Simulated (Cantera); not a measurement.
An isothermal, constant-pressure homogeneous reactor starts with N₂O : N₂ = 1 : 1.2 (molar parts), at 1175 K and 0.0375 atm. Integrator tolerance rtol = 1e-08.

Detailed kinetics in Cantera: GRI-Mech 3.0 (53 species, 325 reactions). GRI-Mech 3.0 was tuned for natural gas; its chemistry of N2O as a main component is partial and can be far from experiment. Radical loss at walls, strong at low pressure, is not modelled. The mechanism lacks the step 2 NO + O2 → 2 NO2, which can matter for NO2 below about 1400 K. The temperature is held fixed by assumption; the heat of reaction is taken as removed at once.

What does this change do: N2 1.2 to 1.8 parts?


```csv
quantity,before,after
x(N₂O) at 50.0 s,0.199 (gas-phase equilibrium 2.18e-9),0.160 (gas-phase equilibrium 2.05e-9)
x(N₂) at 50.0 s,0.687 (gas-phase equilibrium 0.815),0.749 (gas-phase equilibrium 0.848)
x(NO) at 50.0 s,0.0197 (gas-phase equilibrium 0.000154),0.0158 (gas-phase equilibrium 0.000143)
x(O₂) at 50.0 s,0.0944 (gas-phase equilibrium 0.185),0.0758 (gas-phase equilibrium 0.151)
x(NO₂) at 50.0 s,9.66e-6 (gas-phase equilibrium 5.38e-7),7.61e-6 (gas-phase equilibrium 4.49e-7)
x(O) at 50.0 s,1.20e-6 (gas-phase equilibrium 3.24e-8),1.20e-6 (gas-phase equilibrium 2.93e-8)
```
